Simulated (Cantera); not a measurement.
Input (Python, Cantera) and output of one run.

```python
import numpy as np
import cantera as ct

gas_names = """
    CL CL2 H HCL H2 Si SiCL SiCL2 SiCL3 SiCL4 SiH SiHCL3 SiH2 SiH2CL2 SiH3 SiH3CL SiH4 Si2 Si3
""".split()
cond_names = """
    Si(cr) Si(L)
""".split()


# ... load() reads the species with a 1 bar reference pressure and builds the phases ...
atoms = {
    'Si2Cl6': {'Si': 2, 'CL': 6},
    'HCl': {'H': 1, 'CL': 1},
    'H2': {'H': 2},
}
top_T = {}  # K; cautious upper limits of use, not melting points


# ... equilibrate(T, P, feed) seeds the gas with the atoms and calls Mixture.equilibrate('TP', solver="vcs", rtol=1e-11, max_steps=5000) ...
results = []
feed = {'Si2Cl6': 1, 'HCl': 0.033, 'H2': 13}  # mol
P = 133.322  # Pa
for T in [825, 875, 925, 975, 1025, 1075, 1125, 1175, 1225]:
    mix = equilibrate(T, P, feed)
    results.append((T, P, feed, dict(zip(mix.species_names, mix.species_moles))))

top = {s: max(r[3][s] / sum(r[3][g] for g in gas_names) for r in results) for s in gas_names}
cols = sorted((s for s in top if top[s] > 1e-06), key=lambda s: -top[s])[:9]
seen = [c for c in cond_names if any(r[3].get(c, 0) > 1e-12 for r in results)]
print("log10 of partial pressures in bar; condensed amounts in mol")
print(f"{'T/K':>10s}" + "".join(f"{s[:9]:>10s}" for s in cols + seen))
for T, P, feed, n in results:
    ng = sum(n[g] for g in gas_names)
    print(f"{T:10.4g}" + "".join(f"{np.log10(max(n[s] / ng * P / 1e5, 1e-99)):10.3f}" for s in cols)
          + "".join(f"{n.get(c, 0):10.4g}" for c in seen))
```

Output:

```
log10 of partial pressures in bar; condensed amounts in mol
       T/K        H2       HCL     SiCL4     SiCL2     SiCL3    SiHCL3   SiH2CL2         H        CL    Si(cr)
       825    -2.928    -4.892    -3.906    -6.813    -6.332    -4.849    -6.866   -12.564   -14.521    0.4852
       875    -2.930    -4.640    -3.917    -6.243    -5.961    -4.868    -6.857   -11.765   -13.479    0.5105
       925    -2.935    -4.418    -3.936    -5.742    -5.638    -4.893    -6.857   -11.052   -12.551    0.5444
       975    -2.941    -4.225    -3.970    -5.300    -5.361    -4.929    -6.868   -10.412   -11.722    0.5832
      1025    -2.950    -4.059    -4.025    -4.916    -5.131    -4.982    -6.894    -9.836   -10.980    0.6168
      1075    -2.962    -3.921    -4.118    -4.590    -4.954    -5.064    -6.943    -9.314   -10.318    0.6282
      1125    -2.976    -3.814    -4.267    -4.326    -4.841    -5.189    -7.022    -8.840    -9.730    0.6004
      1175    -2.989    -3.739    -4.494    -4.131    -4.807    -5.372    -7.142    -8.406    -9.215    0.5335
      1225    -3.000    -3.696    -4.807    -4.004    -4.855    -5.617    -7.301    -8.006    -8.767    0.4536
```

Method: chemical equilibrium by Gibbs-energy minimisation in Cantera with the NASA 1993 tables (ideal gas, pure condensed phases). The feed counts by its element totals alone. The tables' values for SiCl3 are old estimates; treat these amounts as uncertain.
